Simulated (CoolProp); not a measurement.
Vapour-liquid equilibrium of CHF3 (R23) (1) + propylene (2) at -95.95 °C; x and y are mole fractions of (1).

Computed with CoolProp (multi-fluid Helmholtz-energy mixture model, Penoncello 2003 and Lemmon 2013; pair parameters Bell 2016).

| x | bubble pressure (kPa) | y at the bubble point | dew pressure at overall composition x (kPa) | liquid density (mol/L) |
|---|---|---|---|---|
| 0.05 | ___ | 0.642 | 5.861 | 16.04 |
| 0.125 | 25.10 | 0.799 | 6.352 | 16.33 |
| 0.2 | 31.65 | 0.848 | 6.933 | 16.63 |
| 0.275 | 35.65 | 0.871 | 7.630 | ___ |
| 0.35 | 37.91 | ___ | 8.482 | 17.28 |
| 0.425 | 39.08 | 0.888 | 9.546 | 17.63 |
| 0.5 | 39.62 | 0.891 | 10.91 | 18.01 |
| 0.575 | ___ | ___ | ___ | 18.41 |
| 0.65 | 40.06 | 0.894 | 15.28 | 18.84 |
| 0.725 | 40.36 | 0.898 | 19.06 | 19.30 |
| 0.8 | 40.84 | 0.905 | 25.25 | 19.81 |
| 0.875 | 41.46 | 0.922 | 36.52 | ___ |
| 0.95 | 42.02 | 0.957 | 41.96 | 20.96 |

Question: Complete the blanks.

Answer: 
- 0.05, bubble pressure (kPa): 14.95
- 0.275, liquid density (mol/L): 16.94
- 0.35, y at the bubble point: 0.882
- 0.575, bubble pressure (kPa): 39.87
- 0.575, y at the bubble point: 0.893
- 0.575, dew pressure at overall composition x (kPa): 12.74
- 0.875, liquid density (mol/L): 20.36

No azeotrope shows between x = 0.05 and 0.95.

Pair parameters are fitted to limited data, so mixtures are less certain than the pure fluids. With so large a gap from Raoult's law the liquid may split in two, which this calculation doesn't test in full.
